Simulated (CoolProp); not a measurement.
cis-2-butene at 298.15 K and 0.144 MPa is compressed adiabatically to 0.583 MPa with isentropic efficiency 0.7. Each further row changes one setting.

Values from CoolProp's reference Helmholtz-energy equation of state, Lemmon 2005. It is a short technical equation, of lower accuracy than the large ones.

```tsv
case	work (kJ/kg)	final temperature (K)	final density (kg/m³)
as stated	(withheld)	(withheld)	12.0
efficiency 1	61.8	346.8	12.8
efficiency 0.65	(withheld)	365.1	11.9
```

Question: What belongs in the gaps?

Answer: 
- as stated, work (kJ/kg): 88.3
- as stated, final temperature (K): 361.4
- efficiency 0.65, work (kJ/kg): 95.1
